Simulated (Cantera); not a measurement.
Source: NASA polynomial tables (part measured, part estimated), evaluated in Cantera. Values are per mole of reaction as written; species without (g) are pure solids or liquids, kept so even where they would boil at 1 bar. VN: taken at fixed stoichiometry.

3 V2O4 + 6 NO2(g) = 8 O3(g) + 6 VN

```tsv
T (K)	ΔH° (kJ)	ΔS° (J/K)	ΔG° (kJ)	log10 K
300	3907.9	384.0	3792.7	-660.35
473	3874.7	288.6	3738.2	-412.81
573	3871.4	282.2	3709.7	-338.17
673	?	?	?	?
773	3865.3	273.1	3654.2	-246.92
873	3862.2	269.3	3627.1	-217.02
973	?	?	?	?
```

**Question.** What belongs in the gaps?

**Answer.** 
- 673, ΔH° (kJ): 3868.3
- 673, ΔS° (J/K): 277.3
- 673, ΔG° (kJ): 3681.7
- 673, log10 K: -285.75
- 973, ΔH° (kJ): 3859.1
- 973, ΔS° (J/K): 266.0
- 973, ΔG° (kJ): 3600.3
- 973, log10 K: -193.28
